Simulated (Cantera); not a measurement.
Oxide etching and cleaning by halides: B2O3 + HF + O2

Input: 1 mol B2O3, 16 mol HF, 4.1 mol O2, equilibrated at 0.0780 bar.

Cantera equilibrium calculation (NASA polynomials, part measured and part estimated; ideal gas, pure solids and liquids). Candidate condensed phases: B, B2O3, B3O3H3, H2O; 43 gas species. Gases not in the tables: H3BO3. Rates play no part.

From 1250 K to 1775 K nothing is condensed.

```csv
T (K),x HF,x O2,x H2O,x BF3,x BOF,x HBO2,x OH,x O
1250,0.527,0.214,0.154,0.102,0.00189,0.000164,1.36e-5,1.15e-7
1325,0.534,0.213,0.149,0.0971,0.00602,0.000520,3.23e-5,4.55e-7
1400,0.549,0.211,0.137,0.0868,0.0147,0.00119,6.83e-5,1.56e-6
1475,0.570,0.208,0.121,0.0718,0.0275,0.00197,0.000130,4.69e-6
1550,0.592,0.205,0.103,0.0553,0.0420,0.00254,0.000227,1.27e-5
1625,0.612,0.202,0.0865,0.0402,0.0554,0.00282,0.000372,3.13e-5
1700,0.629,0.200,0.0735,0.0280,0.0664,0.00288,0.000582,7.15e-5
1775,0.641,0.198,0.0638,0.0188,0.0748,0.00283,0.000881,0.000152
```
x: gas mole fraction; nothing condenses.
